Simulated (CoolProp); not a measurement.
Vapour-liquid equilibrium of dimethyl ether (1) + methanol (2) at 86.35 °C; x and y are mole fractions of (1).

Values from CoolProp's multi-fluid Helmholtz-energy mixture model, Wu 2011 and de Reuck 1993; pair parameters Bell 2016.

Problem. Give the bubble pressure and the first vapour's composition at x = 0.35, 0.5, 0.65. Is there an azeotrope?

Solution. x = 0.35: 1.288 MPa, y = 0.845; x = 0.5: 1.576 MPa, y = 0.884; x = 0.65: 1.826 MPa, y = 0.913. No azeotrope shows between x = 0.05 and 0.95.

The pair parameters rest on a limited set of measurements; away from them the model extrapolates. The gap from Raoult's law changes sign with composition, which may be real or a fault of the pair parameters; it wasn't checked against measurements.
